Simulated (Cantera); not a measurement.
Source: NASA polynomial tables (part measured, part estimated), evaluated in Cantera. Values are per mole of reaction as written; species without (g) are pure solids or liquids, kept so even where they would boil at 1 bar. ZrN: taken at fixed stoichiometry.

N(g) + ZrO2(g) ⇌ ZrN + O2(g), with ΔH° = -551.7 kJ and ΔS° = -183.0 J/K at 300 K.

Problem. How far is the shortcut ΔG° ≈ ΔH°(300 K) − T·ΔS°(300 K) from the full temperature-dependent value at 1375, 1425, 1475, 1525, 1575, 1625, 1675, 1725, 1775, 1825, 1875 K?

Solution. 
```tsv
T (K)	shortcut (kJ)	full (kJ)	difference (kJ)	difference in log10 K
1375	-300.2	-306.5	6.3	-0.24
1425	-291.0	-297.9	6.9	-0.25
1475	-281.9	-289.4	7.5	-0.27
1525	-272.7	-280.8	8.1	-0.28
1575	-263.6	-272.4	8.8	-0.29
1625	-254.4	-263.9	9.5	-0.30
1675	-245.3	-255.5	10.2	-0.32
1725	-236.1	-247.1	10.9	-0.33
1775	-227.0	-238.7	11.7	-0.34
1825	-217.8	-230.3	12.5	-0.36
1875	-208.7	-222.0	13.3	-0.37
```
The shortcut ignores the heat-capacity change of the reaction.
